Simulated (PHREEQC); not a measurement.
Consider water at 25 °C with 0.0015 mol/kgw CdCl2 and 0.00045 mol/kgw FeSO4. Closed to the air; pH follows from the charge balance.

Equilibrium calculation in PHREEQC: ion-association model, wateq4f.dat.

This is a speciation only: nothing precipitates in the calculation.

Question: Order these S species by the share of S that they hold, largest first: SO4-2, Cd(SO4)2-2, CdSO4, FeSO4.

Answer: SO4-2 (81 %), CdSO4 (15 %), FeSO4 (3.4 %), Cd(SO4)2-2 (0.12 %)

Question: Order these Cl species by the share of Cl that they hold, largest first: CdCl2, CdCl+, Cl-.

Answer: Cl- (92 %), CdCl+ (7.7 %), CdCl2 (0.15 %)

The pH is 6.29 and the ionic strength 0.00550 mol/kgw.
